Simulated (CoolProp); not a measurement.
Vapour-liquid equilibrium of dimethyl carbonate (1) + n-octane (2) at 0.853 MPa; x and y are mole fractions of (1).

The numbers come from the multi-fluid Helmholtz-energy mixture model, Zhou 2011 and Beckmüller 2019; pair parameters Bell 2016 in CoolProp.

```tsv
x	bubble temperature, mixture model (°C)	bubble temperature, Raoult's law (°C)	y, mixture model	y, Raoult's law
0.05	216.0	220.6	0.146	0.112
0.125	205.5	215.1	0.318	0.256
0.2	197.5	210.2	0.442	0.376
0.275	191.4	205.7	0.530	0.479
0.35	187.0	201.5	0.596	0.568
0.425	183.6	197.7	0.647	0.644
0.5	181.0	194.1	0.690	0.711
0.575	179.1	190.8	0.727	0.770
0.65	177.5	187.7	0.761	0.822
0.725	176.3	184.8	0.797	0.868
0.8	175.5	182.1	0.836	0.909
0.875	175.0	179.5	0.884	0.946
0.95	175.0	177.0	0.946	0.980
```

The largest gap from Raoult's law is -14.5 K in bubble temperature, at x = 0.35. y crosses x between x = 0.875 and 0.95: the model has an azeotrope there.

Pair parameters are fitted to limited data, so mixtures are less certain than the pure fluids.
